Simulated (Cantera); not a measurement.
Feed: 1 mol Si, 3.2 mol Br2, 13 mol N2, equilibrated at 76.0 mbar.

Equilibrium computed with Cantera from the NASA thermochemical tables; the gas is ideal and each condensed phase is pure. Candidate condensed phases: Br2, Si, Si3N4; 13 gas species. Equilibrium is a limit: real reactors are often held back by kinetics, nucleation or transport. All values below are at 873 K.

Base state: N2 0.855, Br2 0.0784, SiBr4 0.0658, Br 0.00105 (mole fractions); condensed: gas only.

Problem. What changes in the equilibrium state with this change: 1.5 mol H2 added?

Solution. 
```csv
species,before,after
N2,0.855,0.776
HBr,0,0.155
SiBr4,0.0658,0.0569
Br2,0.0784,1.36e-7
H2,0,0.0121
Br,0.00105,1.39e-6
"Si3N4(s), mol",0,0.0163
```
N2 is the only nitrogen source here; it is nearly inert below about 1500 K, so the nitride shown seldom forms there in practice.

Problem. What changes in the equilibrium state with this change: pressure from 76.0 mbar to 10.0 mbar?

Solution. 
```
species   before    after
-------  -------  -------
N2         0.855    0.854
Br2       0.0784   0.0774
SiBr4     0.0658   0.0657
Br       0.00105  0.00288
```
